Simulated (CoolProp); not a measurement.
Properties of acetone at several states.

Values from CoolProp's reference Helmholtz-energy equation of state, Lemmon 2006. It is a short technical equation, of lower accuracy than the large ones.

```
T (K)  p (kPa)   phase  cp (kJ/(kg K))  speed of sound (m/s)  isothermal compressibility (1/MPa)
-----  -------  ------  --------------  --------------------  ----------------------------------
387.8     7560  liquid           2.394                 838.5                            0.002864
406.7      527     gas           1.893                 230.6                               2.163
229.6     2050  liquid               ?                     ?                                   ?
390.3       49     gas           1.583                     ?                               20.64
203.1    24500  liquid               ?                  1734                           0.0005090
421.5      678     gas           1.956                 231.3                                   ?
```

Q: Some entries are withheld; supply them.

A: 
- 229.6, cp (kJ/(kg K)): 2.023
- 229.6, speed of sound (m/s): 1502
- 229.6, isothermal compressibility (1/MPa): 0.0007128
- 390.3, speed of sound (m/s): 245.9
- 203.1, cp (kJ/(kg K)): 1.994
- 421.5, isothermal compressibility (1/MPa): 1.713
